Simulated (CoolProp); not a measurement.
Properties of carbonyl sulfide along the isotherm 346.85 °C (Tc = 105.6 °C, pc = 6.369 MPa, ω = 0.098).

Model: reference Helmholtz-energy equation of state, Lemmon 2006, in CoolProp. It is a short technical equation, of lower accuracy than the large ones.

```
p (MPa)          phase  density (kg/m³)  cv (kJ/(kg K))  isothermal compressibility (1/MPa)
-------  -------------  ---------------  --------------  ----------------------------------
1.33               gas            15.70          0.7237                              0.7616
2.65               gas            31.69          0.7262                              0.3869
3.98               gas            48.19          0.7288                              0.2606
5.31               gas            65.09          0.7314                              0.1974
6.63     supercritical            82.23          0.7340                              0.1596
7.96     supercritical            99.85          0.7366                              0.1340
9.29     supercritical            117.8          0.7393                              0.1156
10.6     supercritical            135.8          0.7418                              0.1018
11.9     supercritical            153.9          0.7442                             0.09090
13.3     supercritical            173.5          0.7468                             0.08137
14.6     supercritical            191.9          0.7490                             0.07398
15.9     supercritical            210.4          0.7512                             0.06763
```
